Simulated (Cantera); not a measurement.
An adiabatic, constant-pressure homogeneous reactor starts with CH₄ : CO : O₂ : N₂ = 1 : 0.34 : 0.986 : 5.23 (molar parts), equivalence ratio 2.2, at 1525 K and 165 Torr. Integrator tolerance rtol = 1e-08.

Model: GRI-Mech 3.0 (53 species, 325 reactions), integrated in Cantera.

Question: What does this change do: initial temperature 1525 to 1375 K?

Answer: 
| quantity | before | after |
|---|---|---|
| time of steepest temperature rise | 5.41 ms | 30.6 ms |
| temperature at 0.100 s | 2315 K | 2199 K |
| equilibrium temperature | 2316 K | 2199 K |
| x(CH₄) at 0.100 s | 1.25e-12 (gas-phase equilibrium 1.37e-12) | 2.84e-12 (gas-phase equilibrium 2.63e-12) |
| x(CO) at 0.100 s | 0.138 (gas-phase equilibrium 0.138) | 0.138 (gas-phase equilibrium 0.138) |
| x(O₂) at 0.100 s | 1.18e-5 (gas-phase equilibrium 1.19e-5) | 2.69e-6 (gas-phase equilibrium 2.85e-6) |
| x(CO₂) at 0.100 s | 0.0173 (gas-phase equilibrium 0.0173) | 0.0182 (gas-phase equilibrium 0.0182) |
| x(HCN) at 0.100 s | 3.63e-8 (gas-phase equilibrium 2.58e-8) | 1.11e-7 (gas-phase equilibrium 2.69e-8) |
| x(C₂H) at 0.100 s | <1e-12 (gas-phase equilibrium <1e-12) | <1e-12 (gas-phase equilibrium <1e-12) |
| x(C₂H₄) at 0.100 s | <1e-12 (gas-phase equilibrium <1e-12) | <1e-12 (gas-phase equilibrium <1e-12) |

Question: What does this change do: pressure from 165 Torr to 3680 Torr?

Answer: 
| quantity | before | after |
|---|---|---|
| time of steepest temperature rise | 5.41 ms | 0.601 ms |
| temperature at 0.100 s | 2315 K | 2358 K |
| equilibrium temperature | 2316 K | 2358 K |
| x(CH₄) at 0.100 s | 1.25e-12 (gas-phase equilibrium 1.37e-12) | 5.19e-10 (gas-phase equilibrium 5.84e-10) |
| x(CO) at 0.100 s | 0.138 (gas-phase equilibrium 0.138) | 0.139 (gas-phase equilibrium 0.139) |
| x(O₂) at 0.100 s | 1.18e-5 (gas-phase equilibrium 1.19e-5) | 8.48e-7 (gas-phase equilibrium 8.48e-7) |
| x(CO₂) at 0.100 s | 0.0173 (gas-phase equilibrium 0.0173) | 0.0170 (gas-phase equilibrium 0.0170) |
| x(HCN) at 0.100 s | 3.63e-8 (gas-phase equilibrium 2.58e-8) | 5.86e-7 (gas-phase equilibrium 5.86e-7) |
| x(C₂H) at 0.100 s | <1e-12 (gas-phase equilibrium <1e-12) | <1e-12 (gas-phase equilibrium <1e-12) |
| x(C₂H₄) at 0.100 s | <1e-12 (gas-phase equilibrium <1e-12) | <1e-12 (gas-phase equilibrium <1e-12) |
